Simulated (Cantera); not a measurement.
What does this Cantera script print?

```python
import numpy as np
import cantera as ct

gas_names = """
    CL CL2 H HCL H2 Si SiCL SiCL2 SiCL3 SiCL4 SiH SiHCL3 SiH2 SiH2CL2 SiH3 SiH3CL SiH4 Si2 Si3
""".split()
cond_names = """
    Si(cr) Si(L)
""".split()


# ... load() reads the species with a 1 bar reference pressure and builds the phases ...
atoms = {
    'Si': {'Si': 1},
    'HCl': {'H': 1, 'CL': 1},
    'H2': {'H': 2},
}
top_T = {}  # K; cautious upper limits of use, not melting points


# ... equilibrate(T, P, feed) seeds the gas with the atoms and calls Mixture.equilibrate('TP', solver="gibbs", rtol=1e-10, max_steps=50000) ...
results = []
feed = {'Si': 1, 'HCl': 2.4, 'H2': 15}  # mol
P = 110000  # Pa
for T in [600, 675, 750, 825, 900, 975, 1050, 1125, 1200, 1275, 1350, 1425, 1500, 1575]:
    mix = equilibrate(T, P, feed)
    results.append((T, P, feed, dict(zip(mix.species_names, mix.species_moles))))

top = {s: max(r[3][s] / sum(r[3][g] for g in gas_names) for r in results) for s in gas_names}
cols = sorted((s for s in top if top[s] > 1e-05), key=lambda s: -top[s])[:9]
seen = [c for c in cond_names if any(r[3].get(c, 0) > 1e-12 for r in results)]
print("log10 of partial pressures in bar; condensed amounts in mol")
print(f"{'T/K':>10s}" + "".join(f"{s[:9]:>10s}" for s in cols + seen))
for T, P, feed, n in results:
    ng = sum(n[g] for g in gas_names)
    print(f"{T:10.4g}" + "".join(f"{np.log10(max(n[s] / ng * P / 1e5, 1e-99)):10.3f}" for s in cols)
          + "".join(f"{n.get(c, 0):10.4g}" for c in seen))
```

Output:

```
log10 of partial pressures in bar; condensed amounts in mol
       T/K        H2       HCL     SiCL2    SiHCL3     SiCL4     SiCL3   SiH2CL2    SiH3CL         H    Si(cr)
       600     0.023    -4.558    -9.494    -1.642    -1.662    -7.152    -2.922    -4.911   -16.324    0.3043
       675     0.023    -3.860    -7.936    -1.654    -1.655    -6.124    -2.861    -4.746   -14.195    0.3056
       750     0.023    -3.304    -6.694    -1.666    -1.649    -5.305    -2.818    -4.621   -12.488    0.3081
       825     0.023    -2.852    -5.683    -1.679    -1.646    -4.637    -2.786    -4.523   -11.089    0.3129
       900     0.022    -2.478    -4.846    -1.694    -1.648    -4.086    -2.763    -4.445    -9.921    0.3217
       975     0.021    -2.165    -4.144    -1.713    -1.656    -3.626    -2.749    -4.383    -8.931    0.3368
      1050     0.019    -1.902    -3.551    -1.739    -1.676    -3.243    -2.745    -4.336    -8.081    0.3598
      1125     0.017    -1.679    -3.050    -1.778    -1.714    -2.927    -2.754    -4.302    -7.344    0.3909
      1200     0.013    -1.495    -2.629    -1.838    -1.780    -2.676    -2.778    -4.282    -6.698    0.4276
      1275     0.009    -1.345    -2.285    -1.928    -1.887    -2.493    -2.827    -4.279    -6.128    0.4642
      1350     0.004    -1.230    -2.015    -2.061    -2.053    -2.383    -2.905    -4.296    -5.621    0.4934
      1425    -0.001    -1.151    -1.820    -2.248    -2.291    -2.353    -3.021    -4.333    -5.167    0.5106
      1500    -0.004    -1.102    -1.693    -2.486    -2.599    -2.397    -3.171    -4.389    -4.757    0.5168
      1575    -0.006    -1.077    -1.617    -2.756    -2.952    -2.493    -3.343    -4.456    -4.385    0.5161
```

Equilibrium computed with Cantera from the NASA thermochemical tables; the gas is ideal and each condensed phase is pure. The tables' values for SiCl3 are old estimates; treat these amounts as uncertain.
